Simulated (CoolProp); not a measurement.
Carbon monoxide along the isotherm 168.4 K: fugacity coefficient from the reference equation and from simpler models built on Tc = 132.9 K, pc = 3498 kPa, ω = 0.050; each cubic takes its own stable root.

Computed with CoolProp (reference Helmholtz-energy equation of state, Lemmon 2006). It is a short technical equation, of lower accuracy than the large ones.

| p (kPa) | phase | reference |
|---|---|---|
| 125 | gas | 0.9942 |
| 250 | gas | 0.9884 |
| 375 | gas | 0.9827 |
| 500 | gas | 0.9770 |
| 625 | gas | 0.9713 |
| 750 | gas | 0.9656 |
| 875 | gas | 0.9600 |
| 999 | gas | 0.9544 |
| 1120 | gas | 0.9490 |
| 1250 | gas | 0.9432 |
| 1370 | gas | 0.9378 |
| 1500 | gas | 0.9321 |
| 1620 | gas | 0.9268 |
| 1750 | gas | 0.9211 |

Question: How far does each simpler model (van der Waals, Soave-Redlich-Kwong) lie from the reference over these 14 states: mean and median of the absolute difference, and the worst?

Answer: 
- van der Waals: mean 0.1 %, median 0.1 %, worst -0.2 % at 168.4 K and 1750 kPa
- Soave-Redlich-Kwong: mean 0.0 %, median 0.0 %, worst +0.1 % at 168.4 K and 1750 kPa
